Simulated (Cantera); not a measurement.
Input: 1 mol SiC, 0.018 mol H₂O, 290 mol H₂, equilibrated at 2.80 Pa.

Cantera equilibrium calculation (NASA polynomials, part measured and part estimated; ideal gas, pure solids and liquids). Candidate condensed phases: C, C₆H₆, C₇H₈, C₈H₁₈, H₂O, Si, SiC, SiO₂; 123 gas species. The numbers say what is thermodynamically allowed, not how fast it happens.

log p: log10 of the partial pressure in bar; n: condensed amount in mol.

| T (°C) | log p H₂ | log p H | log p Si | log p C₂H₂ (acetylene) | log p CO | log p SiO | log p SiC₂ | n SiC(s) | n C(graphite) |
|---|---|---|---|---|---|---|---|---|---|
| 1177 | -4.55 | -7.30 | -9.43 | -12.47 | -8.98 | -9.17 | -14.99 | 0.989 | 0 |
| 1202 | -4.55 | -7.16 | -9.21 | -12.15 | -8.93 | -9.26 | -14.48 | 0.988 | 0 |
| 1227 | -4.55 | -7.03 | -9.03 | -11.77 | -8.87 | -9.41 | -13.96 | 0.986 | 0 |
| 1252 | -4.55 | -6.90 | -8.90 | -11.31 | -8.82 | -9.64 | -13.41 | 0.984 | 0 |
| 1277 | -4.56 | -6.78 | -8.82 | -10.78 | -8.79 | -9.97 | -12.83 | 0.983 | 0 |
| 1302 | -4.56 | -6.66 | -8.76 | -10.22 | -8.77 | -10.36 | -12.25 | 0.981 | 0 |
| 1327 | -4.56 | -6.54 | -8.69 | -9.72 | -8.77 | -10.71 | -11.70 | 0.978 | 0 |
| 1352 | -4.56 | -6.43 | -8.58 | -9.31 | -8.77 | -10.96 | -11.21 | 0.972 | 0 |
| 1377 | -4.56 | -6.32 | -8.43 | -8.99 | -8.77 | -11.13 | -10.78 | 0.960 | 0 |
| 1402 | -4.56 | -6.22 | -8.23 | -8.80 | -8.77 | -11.19 | -10.41 | 0.937 | 0.0104 |
| 1427 | -4.57 | -6.11 | -8.00 | -8.70 | -8.77 | -11.16 | -10.10 | 0.891 | 0.0466 |
| 1452 | -4.57 | -6.02 | -7.77 | -8.60 | -8.77 | -11.12 | -9.80 | (withheld) | 0.111 |
| 1477 | -4.57 | -5.92 | -7.54 | -8.51 | -8.77 | -11.09 | -9.51 | (withheld) | 0.221 |
| 1502 | -4.58 | -5.83 | -7.33 | -8.42 | -8.77 | -11.06 | -9.23 | (withheld) | 0.405 |

Some entries are withheld; supply them.


- 1452, n SiC(s): 0.814
- 1477, n SiC(s): 0.687
- 1502, n SiC(s): 0.479
